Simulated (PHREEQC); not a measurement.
Model water analysis in mg/L, 25 °C, pH 3.59, pe 12.8:

| constituent | mg/L |
|---|---|
| Na | 52.1 |
| K | 99.7 |
| Ca | 25.1 |
| Mg | 4.15 |
| Cl | 71 |
| S(6) as SO4 | 245 |
| Fe(3) | 2.15 |
| B | 2.16 |
| F | 0.0294 |

Valence states are taken as typed.

All values are PHREEQC results (ion-association model, wateq4f.dat), not measurements.

No solid was allowed to form.

Problem. Order these S species by the share of S that they hold, largest first: CaSO4, KSO4-, HSO4-, SO4-2, MgSO4.

Solution. SO4-2 (91 %), CaSO4 (4.2 %), HSO4- (1.7 %), MgSO4 (1.3 %), KSO4- (1.1 %)

Problem. Order these F species by the share of F that they hold, largest first: FeF+2, HF, F-, MgF+, FeF2+.

Solution. F- (45 %), FeF+2 (38 %), HF (16 %), FeF2+ (1.4 %), MgF+ (0.27 %)

The pH is 3.59 and the ionic strength 0.00956 mol/kgw. The solution is supersaturated, for example in Jarosite-K, Hematite (slow to form), so a real one may precipitate; this is no full list. Real BF4- forms and hydrolyses slowly; the run takes it at equilibrium. Fluoro complexes past AlF4- and FeF3 are missing from the database.
